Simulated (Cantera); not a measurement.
A closed system holds: 1 mol Si2Cl6, 4.6 mol NH3, 0.12 mol H2, at 1400 K and 10000 Pa.

Equilibrium computed with Cantera from the NASA thermochemical tables; the gas is ideal and each condensed phase is pure. Candidate condensed phases: NH4Cl, Si, Si3N4; 28 gas species. The feed counts by its element totals alone. The tables' values for SiCl3 are old estimates; treat these amounts as uncertain. Equilibrium is a limit: real reactors are often held back by kinetics, nucleation or transport.

Base state: H2 0.439, HCl 0.403, N2 0.116, SiCl4 0.0265, SiCl2 0.00682, SiCl3 0.00652, SiHCl3 0.00204, SiH2Cl2 2.37e-5 (mole fractions); condensed: Si3N4(s).

What changes in the equilibrium state with this change: temperature from 1400 K to 1000 K?


```csv
species,before,after
H2,0.439,0.466
HCl,0.403,0.366
N2,0.116,0.121
SiCl4,0.0265,0.0469
SiCl2,0.00682,5.96e-7
H,1.02e-5,4.90e-9
SiCl3,0.00652,3.40e-5
"Si3N4(s), mol",0.514,0.496
```
